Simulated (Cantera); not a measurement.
## Low-pressure radical oxidation in H2/O2

A perfectly stirred reactor is fed with 3.72 % H2, 95.4 % O2, 0.887 % N2, at 1.05 Torr; it is held at 1150 K, and followed from long to short residence time.

Detailed kinetics in Cantera: GRI-Mech 3.0 (53 species, 325 reactions). Radical loss at walls, strong at low pressure, is not modelled. The temperature is held fixed by assumption; the heat of reaction is taken as removed at once.

| τ (s) | x H2 | x O2 | x H2O2 | x HO2 | x OH |
|---|---|---|---|---|---|
| 1.0 | 0.000618 | 0.930 | 7.90e-9 | 3.38e-7 | 0.00215 |
| 0.48 | 0.000851 | 0.927 | 8.44e-9 | 3.52e-7 | 0.00236 |
| 0.23 | 0.00126 | 0.926 | 9.60e-9 | 3.67e-7 | 0.00260 |
| 0.11 | 0.00203 | 0.926 | 1.17e-8 | 3.83e-7 | 0.00294 |
| 0.055 | 0.00337 | 0.928 | 1.49e-8 | 3.97e-7 | 0.00334 |
| 0.027 | 0.00584 | 0.930 | 1.92e-8 | 4.06e-7 | 0.00380 |
| 0.013 | 0.0103 | 0.934 | 2.36e-8 | 4.02e-7 | 0.00411 |
| 0.0063 | 0.0178 | 0.939 | 2.35e-8 | 3.73e-7 | 0.00383 |
| 0.0030 | 0.0295 | 0.948 | 9.72e-9 | 2.97e-7 | 0.00206 |
x: mole fraction; the columns are a selection and need not sum to one.
